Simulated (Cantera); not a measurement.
Feed: 1 mol SiH₂Cl₂, 0.11 mol C₂H₄, 760 mol H₂, 0.39 mol C₃H₈, at 1100 K and 10.0 mbar.

Cantera equilibrium calculation (NASA polynomials, part measured and part estimated; ideal gas, pure solids and liquids). Candidate condensed phases: C, C₆H₆, C₇H₈, C₈H₁₈, Si, SiC; 109 gas species. Rates play no part.

Base state: H₂ 0.997, HCl 0.00262, CH₄ 0.000357 (mole fractions); condensed: C(graphite) + SiC(s).

**Question.** What changes in the equilibrium state with this change: pressure from 10.0 mbar to 1.00 bar?

**Answer.** 
```json
[
 {"species": "H₂", "before": "0.997", "after": "0.997"},
 {"species": "HCl", "before": "0.00262", "after": "0.00260"},
 {"species": "CH₄", "before": "0.000357", "after": "0.000519"},
 {"species": "C(graphite), mol", "before": "0.118", "after": "0"},
 {"species": "SiC(s), mol", "before": "1.000", "after": "0.994"}
]
```
